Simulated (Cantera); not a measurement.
Input (Python, Cantera) and output of one run.

```python
import numpy as np
import cantera as ct

gas_names = """
    F FO FO2 F2 F2O H HF HOF HO2 H2 H2F2 H2O H2O2 H3F3 H4F4 H5F5 H6F6 H7F7 O OH O2 O3
""".split()
cond_names = """
    H2O(s) H2O(L)
""".split()


# ... load() reads the species with a 1 bar reference pressure and builds the phases ...
atoms = {
    'HF': {'H': 1, 'F': 1},
    'O2': {'O': 2},
}
top_T = {}  # K; cautious upper limits of use, not melting points


# ... equilibrate(T, P, feed) seeds the gas with the atoms and calls Mixture.equilibrate('TP', solver="vcs", rtol=1e-11, max_steps=5000) ...
results = []
feed = {'HF': 1, 'O2': 0.99}  # mol
T = 1723  # K
P = 1000  # Pa
mix = equilibrate(T, P, feed)
results.append((T, P, feed, dict(zip(mix.species_names, mix.species_moles))))
x = sorted(zip(gas.X, gas.species_names), reverse=True)
print(f"T = {T:g} K  P = {P:g} Pa  gas = {mix.phase_moles(0):.4g} mol")
print("   x: " + "  ".join(f"{s} {v:.3e}" for v, s in x if v > 1e-05))
print("   condensed (mol): " + ("  ".join(f"{mix.phase(i).name} {mix.phase_moles(i):.4g}"
      for i in range(1, mix.n_phases) if mix.phase_moles(i) > 1e-12) or "none"))
```

It prints:

```
T = 1723 K  P = 1000 Pa  gas = 1.991 mol
   x: HF 5.019e-01  O2 4.970e-01  F 4.108e-04  O 4.008e-04  H2O 1.707e-04  OH 6.873e-05
   condensed (mol): none
```

Equilibrium computed with Cantera from the NASA thermochemical tables; the gas is ideal and each condensed phase is pure.
